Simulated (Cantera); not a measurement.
A perfectly stirred reactor is fed with NO : N2 = 1 : 0.8 (molar parts), at 45000 Pa; it is held at 1775 K, and followed from long to short residence time.

Model: GRI-Mech 3.0 (53 species, 325 reactions), integrated in Cantera.

**Question.** What does this change do: pressure from 45000 Pa to 101000 Pa?

**Answer.** 
```tsv
quantity	before	after
x(NO) at τ = 0.640 s	0.524	0.493
x(NO2) at τ = 0.640 s	0.000285	0.000536
x(N2) at τ = 0.640 s	0.460	0.476
x(O) at τ = 0.640 s	2.19e-5	1.86e-5
x(N2O) at τ = 0.640 s	0.000108	9.88e-5
x(NO) at τ = 66.0 ms	0.552	0.548
x(NO2) at τ = 66.0 ms	0.000171	0.000298
x(N2) at τ = 66.0 ms	0.446	0.448
x(O) at τ = 66.0 ms	1.32e-5	9.77e-6
x(N2O) at τ = 66.0 ms	0.000114	0.000120
```

**Question.** What does this change do: pressure from 45000 Pa to 2670 Pa?

**Answer.** 
| quantity | before | after |
|---|---|---|
| x(NO) at τ = 0.640 s | 0.524 | 0.553 |
| x(NO2) at τ = 0.640 s | 0.000285 | 3.19e-5 |
| x(N2) at τ = 0.640 s | 0.460 | 0.446 |
| x(O) at τ = 0.640 s | 2.19e-5 | 6.18e-5 |
| x(N2O) at τ = 0.640 s | 0.000108 | 0.000101 |
| x(NO) at τ = 66.0 ms | 0.552 | 0.555 |
| x(NO2) at τ = 66.0 ms | 0.000171 | 2.01e-5 |
| x(N2) at τ = 66.0 ms | 0.446 | 0.445 |
| x(O) at τ = 66.0 ms | 1.32e-5 | 4.08e-5 |
| x(N2O) at τ = 66.0 ms | 0.000114 | 5.39e-5 |
Radical loss at walls, strong at low pressure, is not modelled.
